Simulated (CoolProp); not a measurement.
The numbers come from the reference Helmholtz-energy equation of state, Lemmon 2006 in CoolProp. It is a short technical equation, of lower accuracy than the large ones.

For nitrous oxide, give the phase and the cp (kJ/(kg K)), fugacity coefficient at 236.9 K and 5170 kPa; 236.9 K and 10300 kPa; 236.9 K and 18100 kPa.


- 236.9 K and 5170 kPa: liquid; cp 1.82, fugacity coefficient 0.199
- 236.9 K and 10300 kPa: liquid; cp 1.78, fugacity coefficient 0.111
- 236.9 K and 18100 kPa: liquid; cp 1.73, fugacity coefficient 0.0740
